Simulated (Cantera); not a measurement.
A Cantera script and what it prints.

```python
import numpy as np
import cantera as ct

gas_names = """
    CL CL2 H HCL H2 N NH NH2 NH3 N2 N2H2 N2H4 Si SiCL SiCL2 SiCL3 SiCL4 SiH SiHCL3 SiH2 SiH2CL2 SiH3
    SiH3CL SiH4 SiN Si2 Si2N Si3
""".split()
cond_names = """
    NH4CL(a) NH4CL(b) Si(cr) Si(L) Si3N4(a)
""".split()


# ... load() reads the species with a 1 bar reference pressure and builds the phases ...
atoms = {
    'SiHCl3': {'Si': 1, 'H': 1, 'CL': 3},
    'N2': {'N': 2},
    'NH3': {'N': 1, 'H': 3},
}
top_T = {'Si3N4(a)': 2400}  # K; cautious upper limits of use, not melting points


# ... equilibrate(T, P, feed) seeds the gas with the atoms and calls Mixture.equilibrate('TP', solver="vcs", rtol=1e-11, max_steps=5000) ...
results = []
feed = {'SiHCl3': 1, 'N2': 2.9, 'NH3': 1.5}  # mol
for P in [5, 21, 85, 350, 1400, 5900, 24000, 100000]:
    for T in [1175, 1275, 1375, 1475, 1575, 1675, 1775, 1875, 1975]:
        mix = equilibrate(T, P, feed)
        results.append((T, P, feed, dict(zip(mix.species_names, mix.species_moles))))

for T, P, feed, n in results:
    print(f"{T:7g} {P:10.4g}  " + (" + ".join(c for c in cond_names if n.get(c, 0) > 1e-12) or "gas only"))
```

Result:

```
   1175          5  Si3N4(a)
   1275          5  Si3N4(a)
   1375          5  Si3N4(a)
   1475          5  gas only
   1575          5  gas only
   1675          5  gas only
   1775          5  gas only
   1875          5  gas only
   1975          5  gas only
   1175         21  Si3N4(a)
   1275         21  Si3N4(a)
   1375         21  Si3N4(a)
   1475         21  Si3N4(a)
   1575         21  gas only
   1675         21  gas only
   1775         21  gas only
   1875         21  gas only
   1975         21  gas only
   1175         85  Si3N4(a)
   1275         85  Si3N4(a)
   1375         85  Si3N4(a)
   1475         85  Si3N4(a)
   1575         85  Si3N4(a)
   1675         85  gas only
   1775         85  gas only
   1875         85  gas only
   1975         85  gas only
   1175        350  Si3N4(a)
   1275        350  Si3N4(a)
   1375        350  Si3N4(a)
   1475        350  Si3N4(a)
   1575        350  Si3N4(a)
   1675        350  gas only
   1775        350  gas only
   1875        350  gas only
   1975        350  gas only
   1175       1400  Si3N4(a)
   1275       1400  Si3N4(a)
   1375       1400  Si3N4(a)
   1475       1400  Si3N4(a)
   1575       1400  Si3N4(a)
   1675       1400  Si3N4(a)
   1775       1400  gas only
   1875       1400  gas only
   1975       1400  gas only
   1175       5900  Si3N4(a)
   1275       5900  Si3N4(a)
   1375       5900  Si3N4(a)
   1475       5900  Si3N4(a)
   1575       5900  Si3N4(a)
   1675       5900  Si3N4(a)
   1775       5900  Si3N4(a)
   1875       5900  gas only
   1975       5900  gas only
   1175    2.4e+04  Si3N4(a)
   1275    2.4e+04  Si3N4(a)
   1375    2.4e+04  Si3N4(a)
   1475    2.4e+04  Si3N4(a)
   1575    2.4e+04  Si3N4(a)
   1675    2.4e+04  Si3N4(a)
   1775    2.4e+04  Si3N4(a)
   1875    2.4e+04  Si3N4(a)
   1975    2.4e+04  gas only
   1175      1e+05  Si3N4(a)
   1275      1e+05  Si3N4(a)
   1375      1e+05  Si3N4(a)
   1475      1e+05  Si3N4(a)
   1575      1e+05  Si3N4(a)
   1675      1e+05  Si3N4(a)
   1775      1e+05  Si3N4(a)
   1875      1e+05  Si3N4(a)
   1975      1e+05  Si3N4(a)
```

Cantera equilibrium calculation (NASA polynomials, part measured and part estimated; ideal gas, pure solids and liquids). The tables' values for SiCl3 are old estimates.
